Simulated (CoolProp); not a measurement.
A single-stage vapour-compression cycle with the fluid: evaporating at 201.15 K (dew point), condensing at 226.15 K (bubble point), superheat 2 K, subcooling 8 K, compressor efficiency 0.8, no pressure losses. The same conditions are run with several fluids, on thermodynamics alone (safety and materials aside).

Model: reference Helmholtz-energy equation of state of each fluid (propylene: Lemmon 2013; carbonyl sulfide: Lemmon 2006; R115: Lemmon 2016; R143a: Lemmon and Jacobsen 2000; CH2F2 (R32): Tillner-Roth 1997; hydrogen sulfide: Lemmon 2006), in CoolProp.

| fluid | cooling COP | pressure ratio | discharge temperature (K) | refrigerating effect (kJ/kg) | volumetric capacity (kJ/m³) |
|---|---|---|---|---|---|
| propylene | ? | 3.64 | ? | 431 | 312 |
| carbonyl sulfide | 5.92 | ? | 284.8 | 304 | 356 |
| R115 | ? | 4.00 | 237.3 | 123 | 200 |
| R143a | 6.13 | 3.87 | 251.6 | 223 | 299 |
| CH2F2 (R32) | 5.85 | 4.02 | 288.6 | ? | 377 |
| hydrogen sulfide | 5.84 | ? | 295.7 | 528 | ? |

Problem. Fill in the missing entries.

Solution. 
- propylene, cooling COP: 6.10
- propylene, discharge temperature (K): 259.2
- carbonyl sulfide, pressure ratio: 3.60
- R115, cooling COP: 6.19
- CH2F2 (R32), refrigerating effect (kJ/kg): 378
- hydrogen sulfide, pressure ratio: 3.53
- hydrogen sulfide, volumetric capacity (kJ/m³): 581
